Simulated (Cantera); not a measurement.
Feed: 1 mol Ti, 19 mol H2, at 150 Pa.

Cantera equilibrium calculation (NASA polynomials, part measured and part estimated; ideal gas, pure solids and liquids). Candidate condensed phases: Ti; 3 gas species. Rates play no part.

Task: Which condensed phases are stable at each of these points (T (°C)): 877, 977, 1077, 1177, 1277, 1377, 1477, 1577, 1677, 1777?

Result: 
```
T (°C)  condensed phases  Ti condensed (%)
------  ----------------  ----------------
877                Ti(α)             100.0
977                Ti(β)             100.0
1077               Ti(β)             100.0
1177               Ti(β)             100.0
1277               Ti(β)             100.0
1377               Ti(β)             100.0
1477               Ti(β)              99.7
1577               Ti(β)              98.6
1677               Ti(l)              93.5
1777               Ti(l)              75.1
```

At 877 °C the condensed part is Ti(α). From 977 °C to 1577 °C the condensed part is Ti(β). From 1677 °C to 1777 °C the condensed part is Ti(l).
